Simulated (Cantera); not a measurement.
A perfectly stirred reactor is fed with CH4 : C2H6 : O2 : N2 : H2O = 1 : 0.71 : 4.72 : 17.8 : 0.71 (molar parts), equivalence ratio 0.95, at 10.9 atm; it is adiabatic with a 673 K inlet, and is followed from long to short residence time, starting on the burning branch (τ in s: 0.079, 0.023, 0.007, 0.0021, 0.00062, 0.00018, 5.5e-05, 1.6e-05, 4.9e-06).

Detailed kinetics in Cantera: GRI-Mech 3.0 (53 species, 325 reactions).

Problem. What does this change do: N2 17.8 to 14 parts?

Solution. 
| quantity | before | after |
|---|---|---|
| blow-out, bracketed by the residence times tried | burning at 16.0 µs, out at 4.90 µs | burning at 4.90 µs, the shortest tried |
| x(CH4) at τ = 79.0 ms | 2.30e-7 | 1.04e-7 |
| x(C2H6) at τ = 79.0 ms | 1.35e-8 | 6.86e-9 |
| x(O2) at τ = 79.0 ms | 0.0105 | 0.0148 |
| x(CO2) at τ = 79.0 ms | 0.0889 | 0.0974 |
| x(H) at τ = 79.0 ms | 0.000247 | 0.000753 |
| x(CH4) at τ = 0.620 ms | 1.92e-5 | 1.11e-5 |
| x(C2H6) at τ = 0.620 ms | 1.61e-6 | 8.45e-7 |
| x(O2) at τ = 0.620 ms | 0.0143 | 0.0180 |
| x(CO2) at τ = 0.620 ms | 0.0849 | 0.0953 |
| x(H) at τ = 0.620 ms | 0.000514 | 0.000954 |

Problem. What does this change do: O2 4.72 to 3.7 parts?

Solution. 
| quantity | before | after |
|---|---|---|
| blow-out, bracketed by the residence times tried | burning at 16.0 µs, out at 4.90 µs | burning at 55.0 µs, out at 16.0 µs |
| x(CH4) at τ = 79.0 ms | 2.30e-7 | 3.40e-5 |
| x(C2H6) at τ = 79.0 ms | 1.35e-8 | 8.87e-8 |
| x(O2) at τ = 79.0 ms | 0.0105 | 4.25e-5 |
| x(CO2) at τ = 79.0 ms | 0.0889 | 0.0569 |
| x(H) at τ = 79.0 ms | 0.000247 | 0.000257 |
| x(CH4) at τ = 0.620 ms | 1.92e-5 | 0.000332 |
| x(C2H6) at τ = 0.620 ms | 1.61e-6 | 7.70e-6 |
| x(O2) at τ = 0.620 ms | 0.0143 | 0.00150 |
| x(CO2) at τ = 0.620 ms | 0.0849 | 0.0553 |
| x(H) at τ = 0.620 ms | 0.000514 | 0.000847 |
